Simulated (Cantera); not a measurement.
Input (Python, Cantera):

```python
import numpy as np
import cantera as ct

gas = ct.Solution("h2o2.yaml")
gas.TPX = 1175, 1333, {'H2': 0.0053, 'O2': 1, 'H2O': 0.0035}
reactor = ct.IdealGasConstPressureReactor(gas, energy="off", clone=False)
net = ct.ReactorNet([reactor])
net.rtol, net.atol = 1e-08, 1e-18
show = ['H2', 'O2', 'OH', 'HO2', 'H2O2']
times = np.geomspace(0.0002, 10, 13)

steps = ct.SolutionArray(gas, extra=["t"])
rows = []
print(f"{'t/s':>10s}{'T/K':>9s}{'P/Pa':>11s}" + "".join(f"{s:>11s}" for s in show))
for t in times:
    while net.time < t:
        t_next = net.step()
        steps.append(gas.state, t=t_next)
    rows.append([np.interp(t, steps.t, y) for y in (steps.T, steps.P, *steps(*show).X.T)])
    print(f"{t:10.3e}{rows[-1][0]:9.1f}{rows[-1][1]:11.4g}" + "".join(f"{x:11.3e}" for x in rows[-1][2:]))
rate = np.gradient(steps.T, steps.t)
print("integrator steps:", len(steps.t))
if steps.T.max() > steps.T[0] + 200:
    print(f"time of steepest temperature rise: {steps.t[rate.argmax()]:.4e} s")
gas.TPX = 1175, 1333, {'H2': 0.0053, 'O2': 1, 'H2O': 0.0035}
gas.equilibrate("TP")
print(f"equilibrium (TP): T = {gas.T:.1f} K  " + "  ".join(f"{s} {gas[s].X[0]:.3e}" for s in show))
```

Result:

```
       t/s      T/K       P/Pa         H2         O2         OH        HO2       H2O2
 2.000e-04   1175.0       1333  5.254e-03  9.913e-01  4.536e-10  5.935e-10  2.052e-14
 4.927e-04   1175.0       1333  5.254e-03  9.913e-01  1.454e-09  1.464e-09  1.241e-13
 1.214e-03   1175.0       1333  5.254e-03  9.913e-01  5.370e-09  3.616e-09  7.467e-13
 2.991e-03   1175.0       1333  5.254e-03  9.913e-01  4.114e-08  9.069e-09  4.453e-12
 7.368e-03   1175.0       1333  5.247e-03  9.913e-01  3.276e-06  4.055e-08  3.220e-11
 1.815e-02   1175.0       1333  4.471e-04  9.869e-01  8.574e-04  1.060e-06  4.641e-08
 4.472e-02   1175.0       1333  1.855e-05  9.869e-01  4.754e-04  6.770e-07  1.581e-08
 1.102e-01   1175.0       1333  1.429e-05  9.879e-01  4.176e-04  5.962e-07  1.531e-08
 2.714e-01   1175.0       1333  8.393e-06  9.893e-01  3.206e-04  4.546e-07  1.401e-08
 6.687e-01   1175.0       1333  3.355e-06  9.904e-01  2.034e-04  2.746e-07  1.119e-08
 1.648e+00   1175.0       1333  9.347e-07  9.910e-01  1.079e-04  1.251e-07  6.899e-09
 4.059e+00   1175.0       1333  2.146e-07  9.912e-01  5.197e-05  4.437e-08  3.039e-09
 1.000e+01   1175.0       1333  4.880e-08  9.912e-01  2.490e-05  1.377e-08  1.035e-09
integrator steps: 1421
equilibrium (TP): T = 1175.0 K  H2 5.723e-10  O2 9.913e-01  OH 2.723e-06  HO2 3.248e-09  H2O2 1.916e-11
```

Computed with Cantera and the H2/O2 subset of GRI-Mech 3.0, which has no nitrogen chemistry. Radical loss at walls, strong at low pressure, is not modelled.
